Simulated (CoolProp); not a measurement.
A single-stage vapour-compression cycle with the fluid: evaporating at 222.15 K (dew point), condensing at 255.15 K (bubble point), superheat 2 K, subcooling 8 K, compressor efficiency 0.7, no pressure losses. The same conditions are run with several fluids, on thermodynamics alone (safety and materials aside).

Values from CoolProp's reference Helmholtz-energy equation of state of each fluid (R134a: Tillner-Roth 1994; R22: Kamei 1995; CH2F2 (R32): Tillner-Roth 1997; R152A: Outcalt 1996; hydrogen sulfide: Lemmon 2006; chlorine: Thol 2021).

```tsv
fluid	cooling COP	pressure ratio	discharge temperature (K)	refrigerating effect (kJ/kg)	volumetric capacity (kJ/m³)
R134a	4.39	5.21	287.4	203	313
R22	4.33	4.32	307.7	214	623
CH2F2 (R32)	4.21	4.18	327.5	342	1040
R152A	4.37	5.07	302.6	315	293
hydrogen sulfide	4.19	3.68	342.7	487	1460
chlorine	4.16	4.35	363.4	274	473
```
